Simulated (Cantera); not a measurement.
Charge: 1 mol Fe3O4, 2000 mol H2, 0.11 mol H2O, at 1500 °C.

Cantera equilibrium calculation (NASA polynomials, part measured and part estimated; ideal gas, pure solids and liquids). Candidate condensed phases: Fe, FeO, Fe(OH)2, Fe(OH)3, Fe2O3, Fe3O4, H2O; 12 gas species. The numbers say what is thermodynamically allowed, not how fast it happens.

**Question.** Which condensed phases are stable at each of these points (P (Pa)): 10, 52, 270, 1400, 7200, 37000, 190000, 1000000?

**Answer.** 
```
P (Pa)   condensed phases  Fe condensed (%)
-------  ----------------  ----------------
10               gas only               0.0
52               gas only               0.0
270              gas only               0.0
1400                Fe(δ)               5.6
7200                Fe(δ)              81.7
37000               Fe(δ)              96.4
190000              Fe(δ)              99.3
1000000             Fe(δ)              99.9
```

From 10.0 Pa to 2.70 mbar nothing is condensed. From 14.0 mbar to 10.0 bar the condensed part is Fe(δ).
